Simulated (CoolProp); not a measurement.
The fluid at 298.15 K and 1.12 MPa flows at 0.16 m/s in a round tube of 20 mm bore and 45 µm roughness, fully developed (64/Re and Nu = 3.66 if laminar; Colebrook and Gnielinski if turbulent). The same conditions are run with several fluids, on thermodynamics alone (safety and materials aside).

Computed with CoolProp (reference Helmholtz-energy equation of state of each fluid (sulfur hexafluoride: Guder 2009; carbon dioxide: Span 1996; methane: Setzmann 1991; R13: Platzer 1990; C2F6 (R116): Lemmon 2006)). The equations of Platzer and Polt are older, rougher fits.

**Question.** Rank sulfur hexafluoride, carbon dioxide, methane, R13, C2F6 (R116) by Reynolds number, highest first.

**Answer.** C2F6 (R116) (16000), sulfur hexafluoride (15700), R13 (11600), carbon dioxide (4490), methane (2090)

```csv
fluid,Darcy friction factor,pressure drop (Pa/m),heat-transfer coefficient (W/(m² K)),mass flow (kg/h)
sulfur hexafluoride,0.0314,1.54,36.5,13.9
carbon dioxide,0.0409,0.553,14.2,3.82
methane,0.0307,0.145,6.37,1.34
R13,0.0332,1.13,25.9,9.59
C2F6 (R116),0.0313,1.43,40.1,12.9
```

Transport values come from each fluid's own correlations; those of R13, C2F6 (R116) are estimates that may be off by 10 % or more.
